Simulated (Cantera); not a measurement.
Charge: 1 mol SiF4, 6.4 mol NO, 0.82 mol H2, equilibrated at 625 °C and 10000 Pa.

These are equilibrium values from Cantera (NASA tables, ideal gas, pure condensed phases), not measurements of a reactor. Candidate condensed phases: H2O, Si, SiO2, Si2N2O, Si3N4; 58 gas species. Kinetics and transport are ignored.

Q: What is the equilibrium state?

A: 
```
Property                             Result
--------------------------------  ---------
x(N2)                                 0.399
x(O2)                                 0.348
x(HF)                                 0.105
x(SiF4)                              0.0984
x(H2O)                               0.0497
x(NO)                               8.22e-6
n(SiO2(β-quartz))                 0.211 mol
gas amount                        8.021 mol
log10 activity of Si(s) (absent)     -42.05
```
